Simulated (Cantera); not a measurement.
A freely propagating, adiabatic, planar premixed flame of CO : H₂ : O₂ : N₂ = 1.3 : 0.32 : 0.66 : 2.48 (molar parts), unburnt at 625 K and 78000 Pa; mixture-averaged transport, grid criteria slope 0.08 and curve 0.16, no radiation.

Detailed kinetics in Cantera: GRI-Mech 3.0 (53 species, 325 reactions). Burning velocities carry a grid error of a few per cent, more on coarse grids.

x: mole fraction of selected species; z is measured from the peak of heat release.

| z (mm) | T (K) | u (m/s) | x CO | x H₂ | x O₂ | x O | x NO | x H₂O₂ |
|---|---|---|---|---|---|---|---|---|
| -3.00 | 625 | 3.17 | 0.273 | 0.0672 | 0.139 | <1e-8 | <1e-8 | <1e-8 |
| -2.00 | 625 | 3.17 | 0.273 | 0.0672 | 0.139 | <1e-8 | <1e-8 | <1e-8 |
| -1.50 | 625 | 3.17 | 0.273 | 0.0672 | 0.139 | <1e-8 | <1e-8 | <1e-8 |
| -1.000 | 625 | 3.17 | 0.273 | 0.0672 | 0.139 | <1e-8 | <1e-8 | <1e-8 |
| -0.500 | 627 | 3.18 | 0.274 | 0.0657 | 0.139 | 9.09e-7 | <1e-8 | 1.09e-6 |
| -0.250 | 739 | 3.71 | 0.271 | 0.0563 | 0.136 | 0.000127 | <1e-8 | 1.13e-5 |
| 0 | 1166 | 5.76 | 0.244 | 0.0254 | 0.106 | 0.00583 | ___ | 2.97e-6 |
| 0.250 | 1510 | 7.31 | 0.189 | 0.00858 | 0.0614 | 0.0175 | ___ | 1.01e-6 |
| 0.500 | 1688 | 8.03 | 0.154 | 0.00868 | 0.0439 | 0.0191 | ___ | 4.96e-7 |
| 1.000 | 1859 | 8.71 | 0.137 | 0.00937 | 0.0356 | 0.0165 | ___ | 2.54e-7 |
| 2.00 | 2022 | 9.36 | 0.132 | 0.00870 | 0.0317 | 0.0123 | ___ | 1.38e-7 |
| 4.00 | 2177 | 9.96 | 0.125 | 0.00760 | 0.0271 | 0.00848 | ___ | 8.09e-8 |
| 8.00 | 2316 | 10.5 | 0.115 | 0.00647 | 0.0217 | 0.00547 | ___ | 5.46e-8 |

Some entries are withheld; supply them.


- 0, x NO: 9.97e-7
- 0.250, x NO: 7.92e-6
- 0.500, x NO: 1.82e-5
- 1.000, x NO: 3.56e-5
- 2.00, x NO: 5.90e-5
- 4.00, x NO: 9.79e-5
- 8.00, x NO: 0.000188
